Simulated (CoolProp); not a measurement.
Model: reference Helmholtz-energy equation of state, Lemmon 2006, in CoolProp. It is a short technical equation, of lower accuracy than the large ones.

**Question.** Give the vapour pressure (MPa), liquid density (kg/m³), enthalpy of vaporisation (kJ/kg) of saturated R142b at 336.2 K.

**Answer.** 
| T (K) | p (MPa) | liquid density (kg/m³) | enthalpy of vaporisation (kJ/kg) |
|---|---|---|---|
| 336.2 | 0.942 | 1010 | 173 |
